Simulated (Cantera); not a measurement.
**Thermodynamics of hydrogen reduction and annealing atmospheres, feed SiO2 + H2 + N2**

Charge: 1 mol SiO2, 0.93 mol H2, 0.78 mol N2, held at 1 atm.

These are equilibrium values from Cantera (NASA tables, ideal gas, pure condensed phases), not measurements of a reactor. Candidate condensed phases: H2O, Si, SiO2, Si2N2O, Si3N4; 35 gas species. N2 is the only nitrogen source here; it is nearly inert below about 1500 K, so the nitride shown seldom forms there in practice. Mutual solubility and eutectic melting of coexisting phases are not modelled. The tables hold silica as quartz up to 1696 K and as liquid above; real silica turns to tridymite and cristobalite and melts near 1996 K. Equilibrium is a limit: real reactors are often held back by kinetics, nucleation or transport.

| T (K) | log p H2 | log p N2 | log p H2O | log p NH3 | log p H | n SiO2(β-quartz) | n Si2N2O(s) |
|---|---|---|---|---|---|---|---|
| 1025 | -0.26 | -0.34 | -4.14 | -3.86 | -8.49 | 1.000 | 0 |
| 1075 | -0.26 | -0.34 | -4.04 | -3.99 | -7.96 | 1.000 | 5.09e-5 |
| 1125 | -0.26 | -0.34 | -3.95 | -4.11 | -7.48 | 1.000 | 6.25e-5 |
| 1175 | -0.26 | -0.34 | -3.87 | -4.22 | -7.04 | 1.000 | 7.54e-5 |
| 1225 | -0.26 | -0.34 | -3.80 | -4.32 | -6.64 | 1.000 | 8.95e-5 |
| 1275 | -0.26 | -0.34 | -3.73 | -4.42 | -6.26 | 1.000 | 0.000105 |
| 1325 | -0.26 | -0.34 | -3.67 | -4.51 | -5.92 | 1.000 | 0.000121 |
| 1375 | -0.26 | -0.34 | -3.61 | -4.59 | -5.59 | 1.000 | 0.000138 |
log p: log10 of the partial pressure in bar; n: condensed amount in mol.

At 1025 K the condensed part is SiO2(β-quartz). From 1075 K to 1375 K the condensed part is SiO2(β-quartz) + Si2N2O(s).
